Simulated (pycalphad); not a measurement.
An equivalent pycalphad script:

```python
from pycalphad import Database, equilibrium, calculate, variables as v
import numpy as np
db = Database('COST507.tdb')
comps = ['TI', 'B', 'VA']
phases = ['B2M', 'B2TI', 'B4M3', 'B4TI3', 'BCC_A2', 'BETA_RHOMBO_B', 'BM', 'BTI', 'HCP_A3', 'LIQUID']
eq = equilibrium(db, comps, phases, {v.X('B'): 0.686, v.T: np.arange(3700, 499, -75), v.P: 101325, v.N: 1}, output=['HM', 'SM'])
```

All values are pycalphad results on the COST 507 light-alloy database (1999) (1 atm), not direct measurements. No gas phase is included, though pure Ti would boil below 3700 K. These are 1990s assessments: newer ones move some temperatures and phases. Amounts are mole fractions of atoms. Diffusion is slow at the low end, where real alloys seldom reach equilibrium.

Results at three of the temperatures:

```
T = 3475.00 K, P = 101325 Pa, N = 1 mol of atoms
G = -270555 J/mol, H = 41499 J/mol, S = 89.80 J/(mol K)  (SER reference)
chemical potentials (J/mol): Ti -438137, B -193848
phase             fraction      x(Ti)       x(B)
LIQUID              0.6446     0.3033     0.6967
B2M                 0.3554     0.3333     0.6667
```

```
T = 775.00 K, P = 101325 Pa, N = 1 mol of atoms
G = -114506 J/mol, H = -90315 J/mol, S = 31.22 J/(mol K)  (SER reference)
chemical potentials (J/mol): Ti -345349, B -8844
phase             fraction      x(Ti)       x(B)
B2M                 0.9420     0.3333     0.6667
BETA_RHOMBO_B       0.0580       none     1.0000
```

```
T = 550.00 K, P = 101325 Pa, N = 1 mol of atoms
G = -108317 J/mol, H = -95389 J/mol, S = 23.50 J/(mol K)  (SER reference)
chemical potentials (J/mol): Ti -335160, B -4485
phase             fraction      x(Ti)       x(B)
B2M                 0.9420     0.3333     0.6667
BETA_RHOMBO_B       0.0580       none     1.0000
```

Changes of the phase set, refined by bisection:

| T (K) | phases above | phases below |
|---|---|---|
| 3483.2 | liquid | B2M + liquid |
| 2332.5 | B2M + liquid | B2M + β-boron |

Database names, with the compositions (at.%) that they take in these runs: B2M: B 67 Ti 33. BETA_RHOMBO_B is β-boron. An entry "none" or "no" means that the model of the phase leaves that element out.
